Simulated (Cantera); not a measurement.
Gas mixture: 54.9 % C2H6, 45.1 % N2, at 1.00 bar, frozen composition.

Cantera's kinetic-theory transport with the Lennard-Jones parameters of GRI-Mech 3.0, ideal gas; thermal conductivity in the multicomponent form.

D: mixture-averaged diffusion coefficient of that species in the mixture.

```
T (K)  ρ (kg/m³)  cp (J/kg/K)  μ (µPa s)  λ (mW/m/K)     Pr  D (cm²/s) O  D (cm²/s) CH3  D (cm²/s) OH
-----  ---------  -----------  ---------  ----------  -----  -----------  -------------  ------------
400        0.876         1681       15.8        34.3  0.775        0.445          0.314         0.436
500        0.701            ?          ?           ?  0.782            ?              ?             ?
600        0.584         2149       21.8        59.6  0.787        0.897          0.642         0.879
700        0.501         2348          ?           ?  0.789            ?              ?             ?
800        0.438         2519       27.0        85.9  0.791         1.46           1.05          1.43
900        0.389         2670       29.3        98.9  0.792         1.78           1.29          1.75
```

Question: What belongs in the gaps?

Answer: 
- 500, cp (J/kg/K): 1923
- 500, μ (µPa s): 19.0
- 500, λ (mW/m/K): 46.6
- 500, D (cm²/s) O: 0.656
- 500, D (cm²/s) CH3: 0.467
- 500, D (cm²/s) OH: 0.643
- 700, μ (µPa s): 24.5
- 700, λ (mW/m/K): 72.8
- 700, D (cm²/s) O: 1.17
- 700, D (cm²/s) CH3: 0.839
- 700, D (cm²/s) OH: 1.14
